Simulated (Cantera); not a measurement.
An isothermal plug-flow reactor at 875 K and 1.00 bar (inlet), inlet velocity 1.5 m/s, active area per volume 9400 1/m; feed CH₄ : O₂ : N₂ = 0.0027 : 0.02 : 0.79 (molar parts), equivalence ratio 0.27.

Cantera simulation using Deutschmann's 1995 Pt surface mechanism with GRI-Mech 3.0 gas chemistry; the numbers are that mechanism's predictions, not measurements. Catalytic surfaces can have several steady states; this one follows from the mechanism file's or the stated starting coverage. Mass transfer to the wall is taken as infinitely fast.

Question: What does this change do: CH4 0.0027 to 0.00084 parts?

Answer: 
```csv
quantity,before,after
x(CH₄) at z = 0.03 m,1.42e-5,8.30e-6
x(O₂) at z = 0.03 m,0.0180,0.0226
x(H₂O) at z = 0.03 m,0.00662,0.00206
x(CO₂) at z = 0.03 m,0.00331,0.00103
x(CO) at z = 0.03 m,4.27e-9,2.41e-9
θ(free Pt) at the exit,0.141,0.133
θ(O*) at the exit,0.857,0.866
θ(OH*) at the exit,0.00209,0.00114
```

Question: What does this change do: temperature 875 to 925 K?

Answer: 
```csv
quantity,before,after
x(CH₄) at z = 0.03 m,1.42e-5,1.40e-8
x(O₂) at z = 0.03 m,0.0180,0.0180
x(H₂O) at z = 0.03 m,0.00662,0.00664
x(CO₂) at z = 0.03 m,0.00331,0.00332
x(CO) at z = 0.03 m,4.27e-9,8.02e-12
θ(free Pt) at the exit,0.141,0.198
θ(O*) at the exit,0.857,0.800
θ(OH*) at the exit,0.00209,0.00194
```

Question: What does this change do: area per volume 9400 to 2000 1/m?

Answer: 
```json
[
 {"quantity": "x(CH₄) at z = 0.03 m", "before": "1.42e-5", "after": "0.00113"},
 {"quantity": "x(O₂) at z = 0.03 m", "before": "0.0180", "after": "0.0202"},
 {"quantity": "x(H₂O) at z = 0.03 m", "before": "0.00662", "after": "0.00438"},
 {"quantity": "x(CO₂) at z = 0.03 m", "before": "0.00331", "after": "0.00219"},
 {"quantity": "x(CO) at z = 0.03 m", "before": "4.27e-9", "after": "3.35e-7"},
 {"quantity": "θ(free Pt) at the exit", "before": "0.141", "after": "0.138"},
 {"quantity": "θ(O*) at the exit", "before": "0.857", "after": "0.861"},
 {"quantity": "θ(OH*) at the exit", "before": "0.00209", "after": "0.00169"}
]
```
